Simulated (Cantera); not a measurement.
What does this Cantera script print?

```python
import numpy as np
import cantera as ct

gas_names = [...]  # 116 gases of nasa_gas.yaml made of C, H, K, O
cond_names = """
    C(gr) C6H6(L) C7H8(L) C8H18(L),n-octa H2O(s) H2O(L) K(cr) K(L) KOH(a) KOH(b) KOH(L) KO2(s) K2CO3(s)
    K2CO3(L) K2O(s) K2O2(s)
""".split()


# ... load() reads the species with a 1 bar reference pressure and builds the phases ...
atoms = {
    'KOH': {'K': 1, 'O': 1, 'H': 1},
    'H2O': {'H': 2, 'O': 1},
    'CO2': {'C': 1, 'O': 2},
}
top_T = {'C(gr)': 4500, 'KO2(s)': 780, 'K2O(s)': 1000, 'K2O2(s)': 760}  # K; cautious upper limits of use, not melting points


# ... equilibrate(T, P, feed) seeds the gas with the atoms and calls Mixture.equilibrate('TP', solver="vcs", rtol=1e-11, max_steps=5000) ...
results = []
P = 510000  # Pa
for T in [898, 998, 1098, 1198, 1298, 1398, 1498, 1598, 1698, 1798]:
    for m in [0.31, 0.47, 0.71, 1.1, 1.7, 2.5, 3.9, 5.9, 9.1]:
        feed = {'KOH': 1, 'H2O': m, 'CO2': 0.89}  # mol
        mix = equilibrate(T, P, feed)
        results.append((T, P, feed, dict(zip(mix.species_names, mix.species_moles))))

for T, P, feed, n in results:
    print(f"{T:7g} {feed['H2O']:10.4g}  " + (" + ".join(c for c in cond_names if n.get(c, 0) > 1e-12) or "gas only"))
```

It prints:

```
    898       0.31  K2CO3(s)
    898       0.47  K2CO3(s)
    898       0.71  K2CO3(s)
    898        1.1  K2CO3(s)
    898        1.7  K2CO3(s)
    898        2.5  K2CO3(s)
    898        3.9  K2CO3(s)
    898        5.9  K2CO3(s)
    898        9.1  K2CO3(s)
    998       0.31  K2CO3(s)
    998       0.47  K2CO3(s)
    998       0.71  K2CO3(s)
    998        1.1  K2CO3(s)
    998        1.7  K2CO3(s)
    998        2.5  K2CO3(s)
    998        3.9  K2CO3(s)
    998        5.9  K2CO3(s)
    998        9.1  K2CO3(s)
   1098       0.31  K2CO3(s)
   1098       0.47  K2CO3(s)
   1098       0.71  K2CO3(s)
   1098        1.1  K2CO3(s)
   1098        1.7  K2CO3(s)
   1098        2.5  K2CO3(s)
   1098        3.9  K2CO3(s)
   1098        5.9  K2CO3(s)
   1098        9.1  K2CO3(s)
   1198       0.31  K2CO3(L)
   1198       0.47  K2CO3(L)
   1198       0.71  K2CO3(L)
   1198        1.1  K2CO3(L)
   1198        1.7  K2CO3(L)
   1198        2.5  K2CO3(L)
   1198        3.9  K2CO3(L)
   1198        5.9  K2CO3(L)
   1198        9.1  K2CO3(L)
   1298       0.31  K2CO3(L)
   1298       0.47  K2CO3(L)
   1298       0.71  K2CO3(L)
   1298        1.1  K2CO3(L)
   1298        1.7  K2CO3(L)
   1298        2.5  K2CO3(L)
   1298        3.9  K2CO3(L)
   1298        5.9  K2CO3(L)
   1298        9.1  K2CO3(L)
   1398       0.31  K2CO3(L)
   1398       0.47  K2CO3(L)
   1398       0.71  K2CO3(L)
   1398        1.1  K2CO3(L)
   1398        1.7  K2CO3(L)
   1398        2.5  K2CO3(L)
   1398        3.9  K2CO3(L)
   1398        5.9  K2CO3(L)
   1398        9.1  K2CO3(L)
   1498       0.31  K2CO3(L)
   1498       0.47  K2CO3(L)
   1498       0.71  K2CO3(L)
   1498        1.1  K2CO3(L)
   1498        1.7  K2CO3(L)
   1498        2.5  K2CO3(L)
   1498        3.9  K2CO3(L)
   1498        5.9  K2CO3(L)
   1498        9.1  K2CO3(L)
   1598       0.31  K2CO3(L)
   1598       0.47  K2CO3(L)
   1598       0.71  K2CO3(L)
   1598        1.1  K2CO3(L)
   1598        1.7  K2CO3(L)
   1598        2.5  K2CO3(L)
   1598        3.9  K2CO3(L)
   1598        5.9  K2CO3(L)
   1598        9.1  gas only
   1698       0.31  K2CO3(L)
   1698       0.47  K2CO3(L)
   1698       0.71  K2CO3(L)
   1698        1.1  K2CO3(L)
   1698        1.7  K2CO3(L)
   1698        2.5  K2CO3(L)
   1698        3.9  gas only
   1698        5.9  gas only
   1698        9.1  gas only
   1798       0.31  K2CO3(L)
   1798       0.47  K2CO3(L)
   1798       0.71  K2CO3(L)
   1798        1.1  K2CO3(L)
   1798        1.7  gas only
   1798        2.5  gas only
   1798        3.9  gas only
   1798        5.9  gas only
   1798        9.1  gas only
```

Method: chemical equilibrium by Gibbs-energy minimisation in Cantera with the NASA 1993 tables (ideal gas, pure condensed phases).
